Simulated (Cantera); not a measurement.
A closed system holds: 1 mol Al₂O₃, 0.63 mol H₂O, equilibrated at 1398 K and 0.0280 bar.

Equilibrium computed with Cantera from the NASA thermochemical tables; the gas is ideal and each condensed phase is pure. Candidate condensed phases: Al, Al₂O₃, H₂O; 19 gas species. Gases not in the tables: Al(OH)₃. Equilibrium is a limit: real reactors are often held back by kinetics, nucleation or transport.

Base state: H₂O 1.000, H₂ 0.000245, O₂ 0.000114, OH 3.56e-5 (mole fractions); condensed: Al₂O₃(s).

What changes in the equilibrium state with this change: Al₂O₃ replaced by SiO₂?


```
species                before     after
-------------------  --------  --------
H₂O                     1.000     1.000
H₂                   0.000245  0.000245
O₂                   0.000114  0.000114
OH                    3.56e-5   3.56e-5
Al₂O₃(s), mol            1.00         0
SiO₂(β-quartz), mol         0      1.00
```
The tables hold silica as quartz up to 1696 K and as liquid above; real silica turns to tridymite and cristobalite and melts near 1996 K. Gases not in the tables: Si(OH)₄. Further candidate phases: Si, SiO₂.
